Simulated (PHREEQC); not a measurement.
1 kg of water holding 0.45 mmol/kgw CaSO4 and 15 mmol/kgw NaBr is evaporated at 30 °C; the solids stay in contact with the brine. No CO2 enters from the air. The run lets Glauberite, Gypsum, Anhydrite, Mirabilite, Portlandite, Thenardite precipitate or redissolve, and no other solid.

The series has 28 steps of water left (kg), from 1 to 0.005005.

The numbers come from PHREEQC with the Pitzer model, pitzer.dat.

### Question
Which solids form, in which order, and at which step of the series does each first stand?

### Answer
Gypsum from water left = 0.009029 kg.
